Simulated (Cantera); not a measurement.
Input (Python, Cantera) and output of one run.

```python
import numpy as np
import cantera as ct

gas_names = """
    AL ALH ALO ALOH ALO2 ALO2H AL2 AL2O AL2O2 H HALO HO2 H2 H2O H2O2 O OH O2 O3
""".split()
cond_names = """
    AL(cr) AL(L) AL2O3(a) AL2O3(L) H2O(s) H2O(L)
""".split()


# ... load() reads the species with a 1 bar reference pressure and builds the phases ...
atoms = {
    'Al': {'AL': 1},
    'H2O': {'H': 2, 'O': 1},
    'O2': {'O': 2},
}
top_T = {}  # K; cautious upper limits of use, not melting points


# ... equilibrate(T, P, feed) seeds the gas with the atoms and calls Mixture.equilibrate('TP', solver="vcs", rtol=1e-11, max_steps=5000) ...
results = []
feed = {'Al': 1, 'H2O': 0.042, 'O2': 0.12}  # mol
T = 1423.15  # K
P = 320000  # Pa
mix = equilibrate(T, P, feed)
results.append((T, P, feed, dict(zip(mix.species_names, mix.species_moles))))
x = sorted(zip(gas.X, gas.species_names), reverse=True)
print(f"T = {T:g} K  P = {P:g} Pa  gas = {mix.phase_moles(0):.4g} mol")
print("   x: " + "  ".join(f"{s} {v:.3e}" for v, s in x if v > 1e-05))
print("   condensed (mol): " + ("  ".join(f"{mix.phase(i).name} {mix.phase_moles(i):.4g}"
      for i in range(1, mix.n_phases) if mix.phase_moles(i) > 1e-12) or "none"))
```

It prints:

```
T = 1423.15 K  P = 320000 Pa  gas = 0.042 mol
   x: H2 1.000e+00
   condensed (mol): AL(L) 0.812  AL2O3(a) 0.094
```

Equilibrium computed with Cantera from the NASA thermochemical tables; the gas is ideal and each condensed phase is pure. Mutual solubility and eutectic melting of coexisting phases are not modelled.
